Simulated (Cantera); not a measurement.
**Boron, boron nitride and boron oxide: B2O3 + NH3**

Input: 1 mol B2O3, 13 mol NH3, at 1200 °C and 3500 Pa.

These are equilibrium values from Cantera (NASA tables, ideal gas, pure condensed phases), not measurements of a reactor. Candidate condensed phases: B, BN, B2O3, B3O3H3, H2O; 39 gas species. Mutual solubility and eutectic melting of coexisting phases are not modelled. The numbers say what is thermodynamically allowed, not how fast it happens.

```yaml
x(H2): 0.745
x(N2): 0.249
x(HBO2): 0.00353
x(H2O): 0.00121
x(HBO): 0.00100
x(B2O3): 0.000353
x(H): 5.84e-5
x(B2O2): 1.08e-5
x(BO): 2.13e-6
n(BN(s)): 0.0427 mol
n(B2O3(l)): 0.910 mol
gas_amount: 26.05 mol
log10 activity of B(s) (absent): -3.26
log10 activity of B3O3H3(s) (absent): -11.75
```
